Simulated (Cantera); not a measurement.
A perfectly stirred reactor is fed with 9.77 % CH₄, 0.488 % C₂H₆, 1.07 % C₃H₈, 15.6 % O₂, 58.9 % N₂, 12.7 % H₂O, 1.46 % CO₂, equivalence ratio 1.7, at 4.70 bar; it is adiabatic with a 573 K inlet, and is followed from long to short residence time, starting on the burning branch (τ in s: 0.067, 0.03, 0.013, 0.006, 0.0027, 0.0012, 0.00054, 0.00024, 0.00011, 4.8e-05, 2.2e-05).

Detailed kinetics in Cantera: GRI-Mech 3.0 (53 species, 325 reactions).

### Question
Predict: blow-out, bracketed by the residence times tried; x(CH₄) at τ = 67.0 ms; x(C₂H₆) at τ = 67.0 ms; x(C₃H₈) at τ = 67.0 ms; x(CO₂) at τ = 67.0 ms; x(H₂) at τ = 67.0 ms; x(CH₄) at τ = 1.20 ms; x(C₂H₆) at τ = 1.20 ms; x(C₃H₈) at τ = 1.20 ms; x(CO₂) at τ = 1.20 ms; x(H₂) at τ = 1.20 ms.

### Answer
```
Property                                                                       Result
------------------------------------------------  -----------------------------------
blow-out, bracketed by the residence times tried  burning at 1.20 ms, out at 0.540 ms
x(CH₄) at τ = 67.0 ms                                                         0.00736
x(C₂H₆) at τ = 67.0 ms                                                        7.26e-6
x(C₃H₈) at τ = 67.0 ms                                                        3.87e-7
x(CO₂) at τ = 67.0 ms                                                          0.0542
x(H₂) at τ = 67.0 ms                                                           0.0793
x(CH₄) at τ = 1.20 ms                                                          0.0179
x(C₂H₆) at τ = 1.20 ms                                                       0.000338
x(C₃H₈) at τ = 1.20 ms                                                        3.96e-5
x(CO₂) at τ = 1.20 ms                                                          0.0433
x(H₂) at τ = 1.20 ms                                                           0.0507
```
